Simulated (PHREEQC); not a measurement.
Solution (66 °C): 26 mmol/kgw HF, 8.7 mmol/kgw (NH4)2SiF6, 1.7 mmol/kgw H3BO3 and 58 mmol/kgw H2SO4. Closed to the air; pH follows from the charge balance.

All values are PHREEQC results (ion-association model, phreeqc.dat), not measurements.

This is a speciation only: nothing precipitates in the calculation.

Task: Estimate the pH, density.

Result: pH 1.27; density 0.985 g/cm³.

Task: In which forms is S present?

Result: HSO4- 86 %, SO4-2 13 %, NH4SO4- 0.9 % of the S.

Examples of supersaturated solids here: Quartz (slow to form). Others may be too. Away from 25 °C the constants follow the database's enthalpies or fits; those with neither stay at their 25 °C values. SiF6-2 is the database's only silicon fluoride. Real BF4- forms and hydrolyses slowly; the run takes it at equilibrium.
